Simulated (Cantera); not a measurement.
A perfectly stirred reactor is fed with CH4 : H2O : H2 = 1 : 0.66 : 0.41 (molar parts), at 1.78 atm; it is held at 1600 K, and followed from long to short residence time.

Computed with Cantera and GRI-Mech 3.0 (53 species, 325 reactions). GRI-Mech 3.0 stops at C3 and has no aromatics, soot or wall deposition, so with more carbon than oxygen in the feed, carbon stays in small species such as C2H2 where larger ones or solid carbon would form.

x: mole fraction; the columns are a selection and need not sum to one.

| τ (s) | x CH4 | x H2O | x H2 | x C2H2 | x CO |
|---|---|---|---|---|---|
| 9.0 | 0.0744 | 0.0792 | 0.666 | 0.0509 | 0.118 |
| 2.6 | 0.0887 | 0.131 | 0.618 | 0.0710 | 0.0769 |
| 0.76 | (withheld) | (withheld) | (withheld) | 0.0880 | (withheld) |
| 0.22 | (withheld) | (withheld) | (withheld) | 0.0891 | (withheld) |
| 0.064 | 0.251 | 0.265 | 0.403 | 0.0686 | 0.00391 |
| 0.019 | 0.352 | 0.291 | 0.311 | 0.0378 | 0.000923 |
| 0.0055 | 0.429 | 0.309 | 0.243 | 0.0129 | 0.000184 |
| 0.0016 | 0.466 | 0.316 | 0.211 | 0.00229 | 3.63e-5 |
| 0.00046 | 0.478 | 0.318 | 0.201 | 0.000175 | 5.25e-6 |

Question: Fill in the missing entries.

Answer: 
- 0.76, x CH4: 0.113
- 0.76, x H2O: 0.186
- 0.76, x H2: 0.560
- 0.76, x CO: 0.0386
- 0.22, x CH4: 0.164
- 0.22, x H2O: 0.232
- 0.22, x H2: 0.490
- 0.22, x CO: 0.0140
